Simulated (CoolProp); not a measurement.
Vapour-liquid equilibrium of methanol (1) + acetone (2) at 153.35 °C; x and y are mole fractions of (1).

Computed with CoolProp (multi-fluid Helmholtz-energy mixture model, de Reuck 1993 and Lemmon 2006; pair parameters Bell 2016).

| x | bubble pressure (bar) | y at the bubble point | dew pressure at overall composition x (bar) | liquid density (mol/L) |
|---|---|---|---|---|
| 0.05 | 12.58 | 0.071 | 12.47 | 10.81 |
| 0.15 | 13.28 | 0.197 | 13.02 | 11.36 |
| 0.25 | 13.88 | 0.307 | 13.57 | 11.97 |
| 0.35 | 14.38 | 0.407 | 14.10 | 12.65 |
| 0.45 | 14.78 | 0.498 | 14.57 | 13.42 |
| 0.55 | 15.08 | 0.585 | 14.97 | 14.29 |
| 0.65 | 15.28 | 0.669 | 15.24 | 15.28 |
| 0.75 | 15.38 | 0.755 | 15.38 | 16.41 |
| 0.85 | 15.37 | 0.845 | 15.36 | 17.70 |
| 0.95 | 15.22 | 0.945 | 15.21 | 19.18 |

y crosses x between x = 0.75 and 0.85: the model has an azeotrope there.

Pair parameters are fitted to limited data, so mixtures are less certain than the pure fluids.
